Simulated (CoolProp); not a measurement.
A Linde-Hampson liquefier for nitrogen: isothermal reversible compression at 230 K from 1 atm to 10 MPa, throttling to 1 atm, return gas leaving the recuperator 2 K below the feed. Each further row changes one setting.

Model: reference Helmholtz-energy equation of state, Span 2000, in CoolProp.

```json
[
 {"case": "as stated", "liquid yield per pass": "0.093", "compression work (kJ/kg of gas)": "307"},
 {"case": "high pressure 20 MPa", "liquid yield per pass": "0.156", "compression work (kJ/kg of gas)": "351"},
 {"case": "warm-end temperature 260 K", "liquid yield per pass": "0.063", "compression work (kJ/kg of gas)": "351"},
 {"case": "warm-end gap 7 K", "liquid yield per pass": "0.079", "compression work (kJ/kg of gas)": "307"}
]
```
